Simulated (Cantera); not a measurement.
**Transport properties of process gases**

Gas mixture: 100 % N2O, at 3.90 bar, frozen composition.

Cantera's kinetic-theory transport with the Lennard-Jones parameters of GRI-Mech 3.0, ideal gas; thermal conductivity in the mixture-averaged form. The composition is frozen, though it would react at the higher temperatures.

| T (K) | ρ (kg/m³) | cp (J/kg/K) | μ (µPa s) | λ (mW/m/K) | Pr | D (cm²/s) H | D (cm²/s) NH3 | D (cm²/s) OH |
|---|---|---|---|---|---|---|---|---|
| 400 | 5.16 | 970.3 | 19.5 | 25.5 | 0.741 | 0.431 | 0.0733 | 0.107 |
| 600 | 3.44 | 1101 | 27.3 | 40.7 | 0.739 | 0.891 | 0.159 | 0.216 |
| 800 | 2.58 | 1192 | 34.0 | 54.9 | 0.739 | 1.47 | 0.270 | 0.353 |
| 1000 | 2.06 | 1255 | 40.0 | 68.0 | 0.739 | 2.15 | 0.403 | 0.515 |
| 1200 | 1.72 | 1294 | 45.5 | 80.1 | 0.735 | 2.93 | 0.555 | 0.699 |
| 1400 | 1.47 | 1327 | 50.5 | 91.4 | 0.733 | 3.79 | 0.725 | 0.904 |
D: mixture-averaged diffusion coefficient of that species in the mixture.
